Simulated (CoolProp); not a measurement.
Model: reference Helmholtz-energy equation of state, Bücker 2006, in CoolProp.

Give the vapour pressure (MPa), vapour density (kg/m³), liquid conductivity (mW/(m K)) of saturated isobutane at 6.05, 21.35, 44.35 °C.


```tsv
T (°C)	p (MPa)	vapour density (kg/m³)	liquid conductivity (mW/(m K))
6.05	0.193	5.18	96.2
21.35	0.315	8.23	90.5
44.35	0.595	15.3	82.6
```

Thermal conductivity comes from a separate model (Perkins 2002).
